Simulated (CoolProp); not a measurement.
A single-stage vapour-compression cycle with C2F6 (R116): evaporating at 195.15 K (dew point), condensing at 246.15 K (bubble point), superheat 10 K, subcooling 0 K, compressor efficiency 0.65, no pressure losses. Each further row changes one setting.

Values from CoolProp's reference Helmholtz-energy equation of state, Lemmon 2006. It is a short technical equation, of lower accuracy than the large ones.

```json
[
 {"case": "as stated", "cooling COP": "1.73", "pressure ratio": "8.26", "discharge temperature (K)": "274.5", "refrigerating effect (kJ/kg)": "70.9", "volumetric capacity (kJ/m³)": "607"},
 {"case": "evaporating temperature 200.15 K", "cooling COP": "2.04", "pressure ratio": "6.36", "discharge temperature (K)": "271.7", "refrigerating effect (kJ/kg)": "73.6", "volumetric capacity (kJ/m³)": "805"},
 {"case": "condensing temperature 241.15 K", "cooling COP": "2.03", "pressure ratio": "7.01", "discharge temperature (K)": "268.8", "refrigerating effect (kJ/kg)": "76.5", "volumetric capacity (kJ/m³)": "655"},
 {"case": "subcooling 5 K", "cooling COP": "1.87", "pressure ratio": "8.26", "discharge temperature (K)": "274.5", "refrigerating effect (kJ/kg)": "76.5", "volumetric capacity (kJ/m³)": "655"},
 {"case": "superheat 20 K", "cooling COP": "1.78", "pressure ratio": "8.26", "discharge temperature (K)": "285.3", "refrigerating effect (kJ/kg)": "77.3", "volumetric capacity (kJ/m³)": "627"},
 {"case": "compressor efficiency 0.55", "cooling COP": "1.46", "pressure ratio": "8.26", "discharge temperature (K)": "283.7", "refrigerating effect (kJ/kg)": "70.9", "volumetric capacity (kJ/m³)": "607"}
]
```
